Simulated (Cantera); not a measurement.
A perfectly stirred reactor is fed with CH4 : CO2 = 1 : 1.5 (molar parts), at 7.30 atm; it is held at 1950 K, and followed from long to short residence time.

Detailed kinetics in Cantera: GRI-Mech 3.0 (53 species, 325 reactions).

Problem. Predict: x(CH4) at τ = 1.60 s; x(CO2) at τ = 1.60 s; x(O) at τ = 1.60 s; x(CH4) at τ = 47.0 ms; x(CO2) at τ = 47.0 ms; x(O) at τ = 47.0 ms.

Solution. 
| Property | Value |
|---|---|
| x(CH4) at τ = 1.60 s | 0.00222 |
| x(CO2) at τ = 1.60 s | 0.0292 |
| x(O) at τ = 1.60 s | 2.86e-9 |
| x(CH4) at τ = 47.0 ms | 0.0144 |
| x(CO2) at τ = 47.0 ms | 0.0517 |
| x(O) at τ = 47.0 ms | 3.35e-9 |
